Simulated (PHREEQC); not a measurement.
A solution holds 0.66 mol/kgw NaCl, 0.12 mol/kgw SrCl2 and 0.34 mol/kgw LiCl, at 25 °C. Closed to the air; pH follows from the charge balance.

Model: Pitzer model, pitzer.dat, run in PHREEQC.

The ionic strength is 1.36 mol/kgw and the activity of water is 0.960. The density is 1.046 g/cm³ and the osmotic coefficient comes out as 0.972.

```
species  molality  activity   log γ
-------  --------  --------  ------
Cl-          1.24     0.729  -0.230
Na+         0.660     0.510  -0.112
Li+         0.340     0.319  -0.027
Sr+2        0.120    0.0330  -0.561
OH-       1.55e-7   6.04e-8  -0.408
H+        1.55e-7   1.61e-7   0.017
```

Precipitation was switched off in this run.
